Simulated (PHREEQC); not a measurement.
**Alkaline etch or developer: speciation**

Consider water at 25 °C with 3 mmol/kgw KOH, 0.25 mmol/kgw NaAlO2 and 0.14 mmol/kgw Na2CO3. Closed to the air; pH follows from the charge balance.

All values are PHREEQC results (ion-association model, phreeqc.dat), not measurements.

This is a speciation only: nothing precipitates in the calculation.

Question: Estimate the pH, ionic strength.

Answer: pH 11.44; ionic strength 0.00366 mol/kgw.

Question: In which forms is C present?

Answer: CO3-2 93 %, HCO3- 5.9 %, NaCO3- 0.7 % of the C.
